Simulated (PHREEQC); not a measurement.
## Polishing slurry liquid: an equilibrium model

Consider water at 20 °C with 19 mmol/kgw K2CO3 and 0.18 mmol/kgw Al(NO3)3. Closed to the air; pH follows from the charge balance.

Model: ion-association model, wateq4f.dat, run in PHREEQC.

Each row changes one thing in this solution. This is a speciation only: nothing precipitates in the calculation.

```tsv
case	pH	ionic strength (mol/kgw)
as made	11.11	0.0552
Al(NO3)3 replaced by Fe(NO3)3 at the same molality	11.11	0.0552
K2CO3 left out	4.48	0.00102
Al(NO3)3 left out	11.22	___
diluted 100-fold with water	___	0.000457
```

Q: Some entries are withheld; supply them.

A: 
- Al(NO3)3 left out, ionic strength (mol/kgw): 0.0556
- diluted 100-fold with water, pH: 10.18

Some of these states are supersaturated (in Fe(OH)3(a), Hematite (slow to form), Gibbsite (slow to form), for instance).
